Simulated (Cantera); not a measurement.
A closed system holds: 1 mol SiH2Cl2, 29 mol H2, at 0.130 bar.

Cantera equilibrium calculation (NASA polynomials, part measured and part estimated; ideal gas, pure solids and liquids). Candidate condensed phases: Si; 19 gas species. Gases not in the tables: Si2H6 and higher silanes. Equilibrium is a limit: real reactors are often held back by kinetics, nucleation or transport.

### Question
Which condensed phases are stable at each of these points (T (°C)): 1100, 1200, 1300, 1400, 1500, 1600, 1700, 1800, 1900, 2000, 2100, 2200, 2300?

### Answer
```tsv
T (°C)	condensed phases	Si condensed (%)
1100	Si(s)	74.8
1200	Si(s)	74.7
1300	Si(s)	74.0
1400	Si(s)	73.2
1500	Si(l)	74.8
1600	Si(l)	76.5
1700	Si(l)	77.3
1800	Si(l)	76.3
1900	Si(l)	71.5
2000	Si(l)	58.4
2100	Si(l)	27.9
2200	gas only	0.0
2300	gas only	0.0
```

From 1100 °C to 1400 °C the condensed part is Si(s). From 1500 °C to 2100 °C the condensed part is Si(l). From 2200 °C to 2300 °C nothing is condensed.
